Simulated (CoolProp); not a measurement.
Saturated liquid density (kg/m³) of dimethyl carbonate: the reference equation beside estimates from Tc = 557.0 K, pc = 4909 kPa, ω = 0.346. Rackett uses Z = 0.29056 − 0.08775 ω.

Computed with CoolProp (reference Helmholtz-energy equation of state, Zhou 2011).

```csv
T (K),reference,Rackett,van der Waals,Redlich-Kwong,Soave-Redlich-Kwong,Peng-Robinson
409.7,904.5,921.4,527.5,758.9,805.0,912.1
424,881.5,897.3,514.0,734.8,781.5,886.1
438.4,857.4,871.8,499.6,708.9,755.9,857.6
452.7,832.2,845.0,484.4,681.5,728.1,826.4
467,805.5,816.5,468.0,651.9,697.6,791.9
481.3,776.7,785.6,450.1,619.7,663.9,753.4
495.7,744.8,751.3,430.3,584.2,625.7,709.5
510,708.9,713.0,408.1,544.6,582.4,659.3
```

Absolute difference from the reference over all 8 rows, mean and median: Rackett 1.4 and 1.5 %, van der Waals 41.9 and 41.8 %, Redlich-Kwong 19.0 and 18.6 %, Soave-Redlich-Kwong 13.6 and 13.0 %, Peng-Robinson 2.3 and 1.3 %.
